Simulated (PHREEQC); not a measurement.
Ca(OH)2 is added in steps, without added water, to 1 kg of water holding 0.065 mol Cu(NO3)2 and 0.009 mol H2SO4, at 25 °C. Oxygen is held at 0.21 atm. CO2 from the air is kept out. The run lets Gypsum, Portlandite, Cu(OH)2, Brochantite, Antlerite, Cu2(OH)3NO3, Chalcanthite precipitate or redissolve, and no other solid.

Base run: PHREEQC, ion-association model, wateq4f.dat. Each further column changes one thing. The table gives pH.

```csv
Ca(OH)2 added (mol),base,Debye-Hückel limiting law,Davies equation for every ion,all activity coefficients set to 1
0,1.89,…,1.91,…
0.02,4.27,…,4.28,3.98
0.04,4.84,5.13,4.84,4.47
0.07,8.02,…,8.03,7.89
0.09,12.21,…,12.22,12.00
0.11,12.22,12.47,12.22,12.00
0.13,12.22,12.47,12.22,12.00
0.16,12.22,12.47,12.22,12.00
0.18,12.22,12.47,12.22,12.00
0.2,12.22,12.47,12.22,12.00
```

Problem. Complete the blanks.

Solution. 
- 0, Debye-Hückel limiting law: 2.01
- 0, all activity coefficients set to 1: 1.77
- 0.02, Debye-Hückel limiting law: 4.62
- 0.07, Debye-Hückel limiting law: 7.95
- 0.09, Debye-Hückel limiting law: 12.19

The database's constant for dissolved Cu(OH)2 is higher than later reviews accept.
